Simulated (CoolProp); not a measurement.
Water along the isotherm 494.8 K: fugacity coefficient from the reference equation and from simpler models built on Tc = 647.1 K, pc = 22.06 MPa, ω = 0.344; each cubic takes its own stable root.

The numbers come from the reference Helmholtz-energy equation of state, Wagner 2002 in CoolProp.

```json
[
 {"p (MPa)": "2.55", "phase": "liquid", "reference": "0.8396", "Redlich-Kwong": "0.9170", "Soave-Redlich-Kwong": "0.8716"},
 {"p (MPa)": "5.09", "phase": "liquid", "reference": "0.4263", "Redlich-Kwong": "0.6752", "Soave-Redlich-Kwong": "0.4448"},
 {"p (MPa)": "7.64", "phase": "liquid", "reference": "0.2878", "Redlich-Kwong": "0.4587", "Soave-Redlich-Kwong": "0.3018"},
 {"p (MPa)": "10.2", "phase": "liquid", "reference": "0.2184", "Redlich-Kwong": "0.3504", "Soave-Redlich-Kwong": "0.2303"},
 {"p (MPa)": "12.7", "phase": "liquid", "reference": "0.1777", "Redlich-Kwong": "0.2869", "Soave-Redlich-Kwong": "0.1883"},
 {"p (MPa)": "15.3", "phase": "liquid", "reference": "0.1495", "Redlich-Kwong": "0.2429", "Soave-Redlich-Kwong": "0.1593"},
 {"p (MPa)": "17.8", "phase": "liquid", "reference": "0.1302", "Redlich-Kwong": "0.2127", "Soave-Redlich-Kwong": "0.1394"},
 {"p (MPa)": "20.4", "phase": "liquid", "reference": "0.1151", "Redlich-Kwong": "0.1893", "Soave-Redlich-Kwong": "0.1239"},
 {"p (MPa)": "22.9", "phase": "liquid", "reference": "0.1039", "Redlich-Kwong": "0.1718", "Soave-Redlich-Kwong": "0.1123"},
 {"p (MPa)": "25.5", "phase": "liquid", "reference": "0.09453", "Redlich-Kwong": "0.1574", "Soave-Redlich-Kwong": "0.1028"},
 {"p (MPa)": "28", "phase": "liquid", "reference": "0.08720", "Redlich-Kwong": "0.1460", "Soave-Redlich-Kwong": "0.09527"},
 {"p (MPa)": "30.6", "phase": "liquid", "reference": "0.08085", "Redlich-Kwong": "0.1362", "Soave-Redlich-Kwong": "0.08880"},
 {"p (MPa)": "33.1", "phase": "liquid", "reference": "0.07570", "Redlich-Kwong": "0.1283", "Soave-Redlich-Kwong": "0.08355"}
]
```

At some of these states Redlich-Kwong gives the other phase, because its saturation line lies elsewhere.
